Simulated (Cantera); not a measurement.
An isothermal, constant-pressure homogeneous reactor starts with C2H6 : N2 = 1 : 24 (molar parts), at 1623 K and 1.00 atm. Integrator tolerance rtol = 1e-08.

Model: GRI-Mech 3.0 (53 species, 325 reactions), integrated in Cantera. GRI-Mech 3.0 stops at C3 and has no aromatics, soot or wall deposition, so with more carbon than oxygen in the feed, carbon stays in small species such as C2H2 where larger ones or solid carbon would form.

Problem. What does this change do: pressure from 1.00 atm to 0.0132 atm?

Solution. 
| quantity | before | after |
|---|---|---|
| x(C2H6) at 100 s | 6.45e-8 (gas-phase equilibrium 1.92e-8) | 1.02e-10 (gas-phase equilibrium 3.43e-12) |
| x(CH2) at 100 s | 1.20e-9 (gas-phase equilibrium 6.52e-10) | 4.39e-9 (gas-phase equilibrium 6.60e-10) |
| x(C2H) at 100 s | 3.54e-8 (gas-phase equilibrium 1.03e-8) | 3.11e-7 (gas-phase equilibrium 9.03e-8) |
| x(C2H2) at 100 s | 0.0364 (gas-phase equilibrium 0.0106) | 0.0370 (gas-phase equilibrium 0.0107) |
| x(C2H4) at 100 s | 0.000242 (gas-phase equilibrium 7.12e-5) | 3.30e-6 (gas-phase equilibrium 9.58e-7) |
| x(H) at 100 s | 1.86e-5 (gas-phase equilibrium 1.87e-5) | 0.000164 (gas-phase equilibrium 0.000164) |
| x(CH3) at 100 s | 4.89e-6 (gas-phase equilibrium 2.67e-6) | 2.08e-6 (gas-phase equilibrium 3.11e-7) |
Radical loss at walls, strong at low pressure, is not modelled.

Problem. What does this change do: C2H6 1 to 9.7 parts?

Solution. 
```json
[
 {"quantity": "x(C2H6) at 100 s", "before": "6.45e-8 (gas-phase equilibrium 1.92e-8)", "after": "6.64e-6 (gas-phase equilibrium 4.59e-6)"},
 {"quantity": "x(CH2) at 100 s", "before": "1.20e-9 (gas-phase equilibrium 6.52e-10)", "after": "5.64e-9 (gas-phase equilibrium 4.66e-9)"},
 {"quantity": "x(C2H) at 100 s", "before": "3.54e-8 (gas-phase equilibrium 1.03e-8)", "after": "7.75e-8 (gas-phase equilibrium 5.16e-8)"},
 {"quantity": "x(C2H2) at 100 s", "before": "0.0364 (gas-phase equilibrium 0.0106)", "after": "0.172 (gas-phase equilibrium 0.115)"},
 {"quantity": "x(C2H4) at 100 s", "before": "0.000242 (gas-phase equilibrium 7.12e-5)", "after": "0.00533 (gas-phase equilibrium 0.00363)"},
 {"quantity": "x(H) at 100 s", "before": "1.86e-5 (gas-phase equilibrium 1.87e-5)", "after": "4.02e-5 (gas-phase equilibrium 4.05e-5)"},
 {"quantity": "x(CH3) at 100 s", "before": "4.89e-6 (gas-phase equilibrium 2.67e-6)", "after": "4.97e-5 (gas-phase equilibrium 4.13e-5)"}
]
```
